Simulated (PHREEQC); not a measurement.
Dissolve 0.0019 mol/kgw Pb(NO3)2, 6.7e-05 mol/kgw CuCl2 and 0.0017 mol/kgw Na2SO4 at 10 °C. Closed to the air; pH follows from the charge balance.

Equilibrium calculation in PHREEQC: ion-association model, phreeqc.dat.

No solid was allowed to form.

**Question.** Order these Cu species by the share of Cu that they hold, largest first: CuOH+, Cu+2, CuSO4.

**Answer.** Cu+2 (90 %), CuSO4 (9.6 %), CuOH+ (0.16 %)

**Question.** Order these S species by the share of S that they hold, largest first: Pb(SO4)2-2, PbSO4, SO4-2, CuSO4, NaSO4-.

**Answer.** SO4-2 (72 %), PbSO4 (26 %), NaSO4- (0.76 %), CuSO4 (0.38 %), Pb(SO4)2-2 (0.34 %)

The pH is 5.36 and the ionic strength 0.00904 mol/kgw. The solution is supersaturated, for example in Anglesite, so a real one may precipitate; this is no full list. Complexes and solids missing from the database can't appear. Away from 25 °C the constants follow the database's enthalpies or fits; those with neither stay at their 25 °C values.
